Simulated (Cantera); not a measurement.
A freely propagating, adiabatic, planar premixed flame of H₂ : O₂ : N₂ = 1 : 0.526 : 1.98 (molar parts), unburnt at 325 K and 13300 Pa; mixture-averaged transport, grid criteria slope 0.08 and curve 0.16, no radiation.

Model: the H2/O2 subset of GRI-Mech 3.0, which has no nitrogen chemistry, integrated in Cantera. Burning velocities carry a grid error of a few per cent, more on coarse grids.

x: mole fraction of selected species; z is measured from the peak of heat release.

```csv
z (mm),T (K),u (m/s),x H₂,x O₂,x H,x HO₂,x H₂O,x OH
-15.8,325,2.15,0.285,0.150,<1e-8,<1e-8,<1e-8,<1e-8
-10.5,325,2.15,0.285,0.150,<1e-8,<1e-8,<1e-8,<1e-8
-7.91,325,2.15,0.285,0.150,<1e-8,<1e-8,<1e-8,<1e-8
-5.27,325,2.15,0.285,0.150,<1e-8,<1e-8,<1e-8,<1e-8
-2.64,327,2.16,0.284,0.150,8.06e-7,1.37e-5,2.25e-5,1.08e-6
-1.32,[?],3.47,0.254,0.147,0.00400,7.62e-5,0.0145,0.000776
0,[?],6.31,0.140,0.108,0.0426,1.97e-5,0.105,0.00194
1.32,[?],8.07,0.0496,0.0485,0.0676,7.51e-6,0.210,0.00641
2.64,[?],8.80,0.0391,0.0375,0.0623,5.03e-6,0.229,0.00881
5.27,[?],9.56,0.0392,0.0337,0.0502,3.75e-6,0.237,0.0113
10.5,1730,10.4,0.0385,0.0301,0.0376,2.77e-6,0.247,0.0135
21.1,1880,11.1,0.0356,0.0263,0.0260,2.00e-6,0.259,0.0149
42.2,2021,11.8,0.0307,0.0225,0.0165,1.44e-6,0.273,0.0151
```

### Question
Fill in the missing entries.

### Answer

- -1.32, T (K): 539
- 0, T (K): 1016
- 1.32, T (K): 1313
- 2.64, T (K): 1441
- 5.27, T (K): 1581
